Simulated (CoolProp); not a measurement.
A single-stage vapour-compression cycle with C2F6 (R116): evaporating at 230.15 K (dew point), condensing at 254.15 K (bubble point), superheat 0 K, subcooling 2 K, compressor efficiency 0.75, no pressure losses. Each further row changes one setting.

Computed with CoolProp (reference Helmholtz-energy equation of state, Lemmon 2006). It is a short technical equation, of lower accuracy than the large ones.

```json
[
 {"case": "as stated", "cooling COP": "5.93", "pressure ratio": "2.23", "discharge temperature (K)": "257.2", "refrigerating effect (kJ/kg)": "75.1", "volumetric capacity (kJ/m³)": "3030"},
 {"case": "evaporating temperature 235.15 K", "cooling COP": "7.90", "pressure ratio": "1.86", "discharge temperature (K)": "256.5", "refrigerating effect (kJ/kg)": "77.4", "volumetric capacity (kJ/m³)": "3750"},
 {"case": "condensing temperature 249.15 K", "cooling COP": "7.86", "pressure ratio": "1.91", "discharge temperature (K)": "251.7", "refrigerating effect (kJ/kg)": "?", "volumetric capacity (kJ/m³)": "3270"},
 {"case": "subcooling 7 K", "cooling COP": "6.38", "pressure ratio": "2.23", "discharge temperature (K)": "257.2", "refrigerating effect (kJ/kg)": "?", "volumetric capacity (kJ/m³)": "3270"},
 {"case": "superheat 10 K", "cooling COP": "6.05", "pressure ratio": "2.23", "discharge temperature (K)": "266.9", "refrigerating effect (kJ/kg)": "82.5", "volumetric capacity (kJ/m³)": "3120"},
 {"case": "compressor efficiency 0.65", "cooling COP": "?", "pressure ratio": "2.23", "discharge temperature (K)": "259.5", "refrigerating effect (kJ/kg)": "75.1", "volumetric capacity (kJ/m³)": "3030"}
]
```

Problem. Complete the blanks.

Solution. 
- condensing temperature 249.15 K, refrigerating effect (kJ/kg): 80.8
- subcooling 7 K, refrigerating effect (kJ/kg): 80.9
- compressor efficiency 0.65, cooling COP: 5.14
